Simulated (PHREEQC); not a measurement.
Solution (25 °C): 0.079 mol HF, 0.00014 mol (NH4)2SiF6, 0.041 mol HBF4 and 0.15 mol HCl per kg of water. Closed to the air; pH follows from the charge balance.

The numbers come from PHREEQC with the ion-association model, wateq4f.dat.

This is a speciation only: nothing precipitates in the calculation.

**Question.** Order these F species by the share of F that they hold, largest first: H2F2, BF4-, HF, BF3OH-, SiF6-2.

**Answer.** BF4- (67 %), HF (24 %), H2F2 (7.9 %), SiF6-2 (0.34 %), BF3OH- (0.29 %)

The pH is 0.81 and the ionic strength 0.192 mol/kgw. Species that the database lacks are ignored. wateq4f.dat counts part of the HF as a dimer, H2F2, which phreeqc.dat doesn't know; its constant is uncertain. SiF6-2 is the database's only silicon fluoride. Real BF4- forms and hydrolyses slowly; the run takes it at equilibrium.
